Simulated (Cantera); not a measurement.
Feed: 1 mol Al, 2.7 mol HCl, 45 mol N2, held at 470 Pa.

These are equilibrium values from Cantera (NASA tables, ideal gas, pure condensed phases), not measurements of a reactor. Candidate condensed phases: Al, AlCl3, AlN, NH4Cl; 20 gas species. The tables' values for AlCl2 are old estimates; treat these amounts as uncertain. Kinetics and transport are ignored.

x: gas mole fraction; n: condensed amount in mol.

| T (K) | x N2 | x HCl | x H2 | x AlCl | x AlCl3 | x AlCl2 | x Cl | n AlN(s) |
|---|---|---|---|---|---|---|---|---|
| 1250 | 0.950 | 0.0143 | 0.0214 | 5.19e-5 | 0.0142 | 0.000174 | 5.88e-7 | 0.321 |
| 1300 | 0.950 | 0.0141 | 0.0216 | 0.000187 | 0.0141 | 0.000375 | 1.30e-6 | 0.309 |
| 1350 | 0.949 | 0.0138 | 0.0217 | 0.000606 | 0.0138 | 0.000756 | 2.71e-6 | 0.286 |
| 1400 | 0.949 | 0.0134 | 0.0218 | (withheld) | 0.0130 | 0.00141 | (withheld) | (withheld) |
| 1450 | 0.946 | 0.0127 | 0.0221 | 0.00477 | 0.0115 | 0.00241 | 9.62e-6 | 0.112 |
| 1500 | 0.944 | 0.0136 | 0.0215 | 0.00837 | 0.00942 | 0.00318 | 1.92e-5 | 0 |
| 1550 | 0.942 | 0.0168 | 0.0198 | 0.00985 | 0.00767 | 0.00341 | 4.37e-5 | 0 |
| 1600 | 0.941 | 0.0199 | 0.0182 | 0.0114 | 0.00601 | 0.00353 | 9.25e-5 | 0 |
| 1650 | 0.939 | (withheld) | 0.0167 | (withheld) | (withheld) | 0.00352 | (withheld) | 0 |
| 1700 | 0.938 | 0.0252 | 0.0154 | 0.0142 | 0.00325 | 0.00339 | 0.000339 | 0 |
| 1750 | 0.937 | 0.0272 | 0.0143 | 0.0154 | 0.00225 | 0.00315 | 0.000594 | 0 |

Question: Complete the blanks.

Answer: 
- 1400, x AlCl: 0.00179
- 1400, x Cl: 5.29e-6
- 1400, n AlN(s): 0.232
- 1650, x HCl: 0.0227
- 1650, x AlCl: 0.0128
- 1650, x AlCl3: 0.00452
- 1650, x Cl: 0.000183
